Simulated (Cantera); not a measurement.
An isothermal, constant-pressure homogeneous reactor starts with H2 : O2 : N2 = 0.0052 : 1 : 4.5 (molar parts), equivalence ratio 0.0026, at 1350 K and 10.00 Torr.

Computed with Cantera and the H2/O2 subset of GRI-Mech 3.0, which has no nitrogen chemistry. Radical loss at walls, strong at low pressure, is not modelled.

x: mole fraction; the columns are a selection and need not sum to one.

```csv
t (s),x H2,x O2,x HO2,x H,x H2O,x H2O2,x OH
3.00e-6,0.000945,0.182,5.87e-12,5.80e-12,<1e-12,<1e-12,<1e-12
1.05e-5,0.000945,0.182,2.06e-11,1.98e-11,<1e-12,<1e-12,<1e-12
3.70e-5,0.000945,0.182,7.23e-11,6.27e-11,<1e-12,<1e-12,9.63e-12
0.000130,0.000945,0.182,2.54e-10,1.60e-10,1.60e-12,<1e-12,9.48e-11
0.000456,0.000945,0.182,8.91e-10,2.67e-10,4.35e-11,<1e-12,6.55e-10
0.00160,0.000945,0.182,3.12e-9,4.31e-10,8.30e-10,<1e-12,3.29e-9
0.00562,0.000945,0.182,1.08e-8,…,1.70e-8,3.49e-12,2.25e-8
0.0197,0.000942,0.182,3.78e-8,…,1.78e-6,1.69e-11,1.40e-6
0.0693,8.95e-6,0.181,6.18e-8,…,0.000858,1.02e-9,0.000136
0.243,1.92e-6,0.181,5.18e-8,…,0.000880,7.16e-10,0.000111
0.854,1.63e-6,0.181,4.74e-8,…,0.000886,6.54e-10,0.000102
3.00,9.95e-7,0.181,3.60e-8,…,0.000901,4.83e-10,8.00e-5
```

Question: What belongs in the gaps?

Answer: 
- 0.00562, x H: 1.61e-9
- 0.0197, x H: 8.69e-8
- 0.0693, x H: 1.87e-5
- 0.243, x H: 1.47e-5
- 0.854, x H: 1.14e-5
- 3.00, x H: 5.39e-6
